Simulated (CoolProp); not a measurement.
A closed Brayton cycle with carbon dioxide: compressor inlet 310.15 K and 9.1 MPa, high pressure 30.3 MPa, turbine inlet 690 K, compressor efficiency 0.85, turbine efficiency 0.85, recuperator effectiveness 0.8 (on enthalpy, no pinch check). Each further row changes one setting.

Computed with CoolProp (reference Helmholtz-energy equation of state, Span 1996).

```tsv
case	thermal efficiency (%)	net work (kJ/kg)	compressor to turbine work	compressor exit (K)	turbine exit (K)
as stated	[?]	82.7	0.30	350.7	566.2
turbine inlet 640 K	25.5	[?]	0.33	350.7	520.4
compressor inlet 320.15 K	24.8	[?]	0.46	[?]	566.2
high pressure 25.8 MPa	[?]	75.7	[?]	344.3	582.3
recuperator effectiveness 0.5	21.7	82.7	0.30	350.7	566.2
```

Question: Some entries are withheld; supply them.

Answer: 
- as stated, thermal efficiency (%): 27.4
- turbine inlet 640 K, net work (kJ/kg): 71.4
- compressor inlet 320.15 K, net work (kJ/kg): 63.5
- compressor inlet 320.15 K, compressor exit (K): 404.1
- high pressure 25.8 MPa, thermal efficiency (%): 26.1
- high pressure 25.8 MPa, compressor to turbine work: 0.27
